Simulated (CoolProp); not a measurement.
Vapour-liquid equilibrium of CF4 (R14) (1) + R13 (2) at 0.117 MPa; x and y are mole fractions of (1).

Model: multi-fluid Helmholtz-energy mixture model, Platzer 1990 and Platzer 1990; pair parameters Bell 2016, in CoolProp. This equation is an older, rougher fit; its heat capacities, sound speeds and derivatives of the liquid may be far off and weren't checked against measurements.

```
x      bubble temperature, mixture model (K)  bubble temperature, Raoult's law (K)  y, mixture model  y, Raoult's law
-----  -------------------------------------  ------------------------------------  ----------------  ---------------
0.05                                   184.0                                 186.3             0.455            0.392
0.125                                  173.7                                 177.5             0.731            0.671
0.2                                    167.3                                 171.2             0.839            0.801
0.275                                  163.0                                 166.6             0.892            0.871
0.35                                   159.9                                 162.9             0.922            0.912
0.425                                  157.5                                 159.9             0.941            0.939
0.5                                    155.6                                 157.4             0.955            0.956
0.575                                  154.0                                 155.3             0.965            0.969
0.65                                   152.5                                 153.5             0.973            0.978
0.725                                  151.3                                 151.8             0.980            0.985
0.8                                    150.1                                 150.4             0.986            0.991
0.875                                  149.0                                 149.1             0.992            0.995
0.95                                   147.9                                 147.9             0.997            0.998
```

The largest gap from Raoult's law is -3.9 K in bubble temperature, at x = 0.2. No azeotrope shows between x = 0.05 and 0.95.

The pair parameters rest on a limited set of measurements; away from them the model extrapolates.
